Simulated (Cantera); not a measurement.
A perfectly stirred reactor is fed with CH4 : C2H6 : C3H8 : O2 : N2 = 1 : 0.12 : 1.4 : 6.28 : 23.6 (molar parts), equivalence ratio 1.5, at 5.00 bar; it is adiabatic with a 425 K inlet, and is followed from long to short residence time, starting on the burning branch (τ in s: 0.47, 0.11, 0.025, 0.0059, 0.0014, 0.00032, 7.4e-05, 1.7e-05, 4e-06).

Detailed kinetics in Cantera: GRI-Mech 3.0 (53 species, 325 reactions). GRI-Mech 3.0 was tuned for natural gas; its chemistry of propane as a main component is partial and can be far from experiment.

x: mole fraction; the columns are a selection and need not sum to one.

```
τ (s)    T (K)     x CH4   x C2H6   x C3H8     x CH3     x NO     x NO2
-------  -----  --------  -------  -------  --------  -------  --------
0.47      2048  0.000126  1.05e-8  4.35e-8   1.10e-5  3.07e-5  1.10e-10
0.11      2049       ___      ___      ___       ___      ___  2.28e-10
0.025     2051       ___      ___      ___       ___  6.15e-5  4.98e-10
0.0059    2051   0.00191  2.35e-6  2.93e-6  0.000275  5.83e-5   1.07e-9
0.0014    2037   0.00273  8.99e-6  1.12e-5  0.000549  4.65e-5   2.20e-9
0.00032   1983   0.00391  3.84e-5  4.88e-5   0.00102  2.41e-5   3.95e-9
7.4e-5     425    0.0309  0.00370   0.0432    <1e-12   <1e-12    <1e-12
1.7e-5     425    0.0309  0.00370   0.0432    <1e-12   <1e-12    <1e-12
4.0e-6     425    0.0309  0.00370   0.0432    <1e-12   <1e-12    <1e-12
```

**Question.** Some entries are withheld; supply them.

**Answer.** 
- 0.11, x CH4: 0.000409
- 0.11, x C2H6: 7.22e-8
- 0.11, x C3H8: 1.80e-7
- 0.11, x CH3: 3.89e-5
- 0.11, x NO: 4.95e-5
- 0.025, x CH4: 0.00106
- 0.025, x C2H6: 4.90e-7
- 0.025, x C3H8: 7.51e-7
- 0.025, x CH3: 0.000117
